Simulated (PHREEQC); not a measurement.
0.2 mol of CaSeO3 (CaSeO3) is brought to equilibrium with 1 kg of water holding 0.028 mol LiCl, with rising amounts of CaBr2, at 25 °C. The system is closed to oxygen. CO2 from the air is kept out. Only these solids could form: CaSeO3, Portlandite.

Computed with PHREEQC (ion-association model, wateq4f.dat).

```tsv
CaBr2 added (mol)	pH	dissolved Ca (mol/kgw)	dissolved Se (mol/kgw)	Ca+2 (mol/kgw)	SeO3-2 (mol/kgw)
0	9.84	0.00329	0.00329	0.00329	0.00320
0.00833	9.61	0.00970	0.00137	0.00969	0.00131
0.0167	?	0.0176	0.000918	0.0176	0.000873
0.025	?	0.0257	0.000733	0.0257	0.000693
0.0333	9.36	0.0339	0.000628	0.0339	0.000591
0.0417	9.32	0.0423	0.000557	0.0423	0.000523
0.05	9.28	0.0505	0.000506	0.0505	0.000473
0.0583	9.25	0.0588	0.000466	0.0588	0.000433
0.0667	?	0.0671	0.000432	0.0671	0.000401
0.075	9.19	0.0754	0.000404	0.0754	0.000373
0.0833	9.17	0.0837	0.000379	0.0837	0.000349
0.0917	?	0.0921	0.000357	0.0920	0.000328
0.1	9.13	0.100	0.000337	0.100	0.000308
```

Task: What belongs in the gaps?

Result: 
- 0.0167, pH: 9.49
- 0.025, pH: 9.42
- 0.0667, pH: 9.22
- 0.0917, pH: 9.15
